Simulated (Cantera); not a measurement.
Cantera with NASA thermochemical tables; ideal gases at 1 bar, condensed phases pure. Values are per mole of reaction as written; species without (g) are pure solids or liquids, kept so even where they would boil at 1 bar.

Between 1398 and 1648 K, where is each reaction favourable under standard conditions?
- Si + SiH₄(g) ⇌ 2 SiH₂(g)


- Si + SiH₄(g) ⇌ 2 SiH₂(g): ΔG° is 183 kJ at 1398 K and 133 kJ at 1648 K; it stays positive (K < 1). ΔH° is 457 kJ and ΔS° 197 J/K at 1648 K.
